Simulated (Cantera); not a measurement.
Charge: 1 mol Al2O3, 0.5 mol N2, equilibrated at 2650 K.

These are equilibrium values from Cantera (NASA tables, ideal gas, pure condensed phases), not measurements of a reactor. Candidate condensed phases: Al, AlN, Al2O3; 16 gas species. Equilibrium is a limit: real reactors are often held back by kinetics, nucleation or transport.

x: gas mole fraction; n: condensed amount in mol.

```
P (Pa)     x N2       x O      x Al     x AlO    x Al2O     x O2      x NO  n Al2O3(l)
-------  ------  --------  --------  --------  --------  -------  --------  ----------
1        0.0926     0.530     0.351    0.0215  0.000671  0.00331   0.00127           0
5.60          …         …         …         …         …        …         …           0
32        0.636     0.175    0.0939    0.0607    0.0163   0.0116   0.00621       0.926
180       0.933    0.0304    0.0173    0.0109   0.00303  0.00197   0.00311       0.991
1000      0.987         …         …         …         …        …         …       0.998
5600      0.997  0.000857  0.000676  0.000375  0.000127  4.86e-5  0.000504       1.000
32000     0.999  0.000128  0.000150   7.10e-5   3.03e-5  6.21e-6  0.000181       1.000
180000    1.000   1.82e-5   3.74e-5   1.41e-5   8.49e-6  7.02e-7   6.07e-5       1.000
1000000   1.000   2.48e-6   1.02e-5   2.92e-6   2.66e-6  7.25e-8   1.95e-5       1.000
```

Question: Some entries are withheld; supply them.

Answer: 
- 1000, x O: 0.00524
- 1000, x Al: 0.00332
- 1000, x AlO: 0.00201
- 1000, x Al2O: 0.000595
- 1000, x O2: 0.000324
- 1000, x NO: 0.00130
- 5.60, x N2: 0.102
- 5.60, x O: 0.481
- 5.60, x Al: 0.294
- 5.60, x AlO: 0.0914
- 5.60, x Al2O: 0.0134
- 5.60, x O2: 0.0153
- 5.60, x NO: 0.00286
